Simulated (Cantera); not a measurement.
## Equilibrium for silicon epitaxy and polysilicon growth: SiHCl₃ + Cl₂ + H₂

Input: 1 mol SiHCl₃, 0.0081 mol Cl₂, 8.9 mol H₂, equilibrated at 13.3 mbar.

Equilibrium computed with Cantera from the NASA thermochemical tables; the gas is ideal and each condensed phase is pure. Candidate condensed phases: Si; 19 gas species. The tables' values for SiCl₃, SiCl are old estimates; treat these amounts as uncertain. Kinetics and transport are ignored.

From 1123 K to 1648 K the condensed part is Si(s). The main Si-bearing gas is SiCl₄ at 1123 K and SiCl₂ at 1648 K. The share of Si in condensed phases is highest at 1198 K (32.5 %) and lowest at 1648 K (19.5 %).

```csv
T (K),x H₂,x HCl,x SiCl₂,x SiCl₄,x SiHCl₃,x SiCl₃,n Si(s)
1123,0.868,0.0664,0.0107,0.0396,0.00887,0.00585,0.323
1198,0.842,0.0934,0.0244,0.0251,0.00610,0.00832,0.325
1273,0.819,0.115,0.0418,0.0117,0.00334,0.00865,0.297
1348,0.805,0.126,0.0557,0.00409,0.00148,0.00673,0.264
1423,0.800,0.130,0.0636,0.00125,0.000599,0.00449,0.239
1498,0.798,0.130,0.0680,0.000391,0.000246,0.00288,0.221
1573,0.798,0.129,0.0706,0.000131,0.000107,0.00188,0.207
1648,0.798,0.128,0.0724,4.79e-5,5.00e-5,0.00125,0.195
```
x: gas mole fraction; n: condensed amount in mol.
